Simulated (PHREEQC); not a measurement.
Consider water at 5 °C with 30 mmol/kgw FeSO4, 0.88 mmol/kgw H3AsO4, 2.3 mmol/kgw H2SO4 and 4.2 mmol/kgw Na2SO4. Closed to the air; pH follows from the charge balance.

Equilibrium calculation in PHREEQC: ion-association model, wateq4f.dat.

```csv
quantity,before,after
pH,2.60,2.76
ionic strength (mol/kgw),0.0970,0.0787
SO4-2 (mol/kgw),0.0245,0.0195
Na+ (mol/kgw),0.00807,0.00805
HSO4- (mol/kgw),0.00201,0.00294
H2AsO4- (mol/kgw),0.000668,0.000660
SI of Mirabilite (Na2SO4:10H2O),-4.30,-6.48
```

Question: Which change was made?
A) FeSO4 left out
B) diluted 5-fold with water
C) Na2SO4 from 0.0042 to 0.0084 mol/kgw
D) temperature from 5 to 50 °C
E) temperature from 5 to 70 °C

Answer: D, temperature from 5 to 50 °C

This is a speciation only: nothing precipitates in the calculation. Constants without temperature data keep their 25 °C values here.
